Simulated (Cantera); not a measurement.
Feed: 1 mol SiC, 6.6 mol H2, equilibrated at 10.0 Torr.

These are equilibrium values from Cantera (NASA tables, ideal gas, pure condensed phases), not measurements of a reactor. Candidate condensed phases: C, C6H6, C7H8, C8H18, Si, SiC; 87 gas species. Gases not in the tables: Si2H6 and higher silanes. Equilibrium is a limit: real reactors are often held back by kinetics, nucleation or transport.

Question: Which condensed phases are stable at each of these points (T (°C)): 1452, 1527, 1602, 1677, 1752, 1827, 1902, 1977, 2052, 2127, 2202, 2277, 2352, 2427?

Answer: 
```csv
T (°C),condensed phases,Si condensed (%)
1452,SiC(s),100.0
1527,SiC(s),100.0
1602,SiC(s),99.9
1677,SiC(s),99.9
1752,SiC(s),99.6
1827,SiC(s),99.1
1902,SiC(s),97.8
1977,SiC(s),94.9
2052,C(graphite) + SiC(s),87.0
2127,C(graphite) + SiC(s),67.2
2202,C(graphite) + SiC(s),17.3
2277,C(graphite),0.0
2352,C(graphite),0.0
2427,C(graphite),0.0
```

From 1452 °C to 1977 °C the condensed part is SiC(s). From 2052 °C to 2202 °C the condensed part is C(graphite) + SiC(s). From 2277 °C to 2427 °C the condensed part is C(graphite).
